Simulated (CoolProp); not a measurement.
A Linde-Hampson liquefier for normal hydrogen: isothermal reversible compression at 280 K from 1 atm to 40 MPa, throttling to 1 atm, return gas leaving the recuperator 10 K below the feed. Each further row changes one setting.

Model: reference Helmholtz-energy equation of state, Leachman 2009, in CoolProp.

```json
[
 {"case": "as stated", "compression work (kJ/kg of gas)": "7200"},
 {"case": "high pressure 80 MPa", "compression work (kJ/kg of gas)": "8320"},
 {"case": "warm-end temperature 310 K", "compression work (kJ/kg of gas)": "7950"},
 {"case": "warm-end gap 15 K", "compression work (kJ/kg of gas)": "7200"}
]
```
